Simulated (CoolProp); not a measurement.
Vapour-liquid equilibrium of n-heptane (1) + toluene (2) at 0.413 MPa; x and y are mole fractions of (1).

The numbers come from the multi-fluid Helmholtz-energy mixture model, Span 2003 and Lemmon 2006; pair parameters Bell 2016 in CoolProp.

### Question
Give the bubble temperature and the first vapour's composition at x = 0.05, 0.55, 0.75. Is there an azeotrope?

### Answer
x = 0.05: 440.3 K, y = 0.077; x = 0.55: 431.0 K, y = 0.603; x = 0.75: 429.3 K, y = 0.776. No azeotrope shows between x = 0.05 and 0.95.

The pair parameters rest on a limited set of measurements; away from them the model extrapolates.
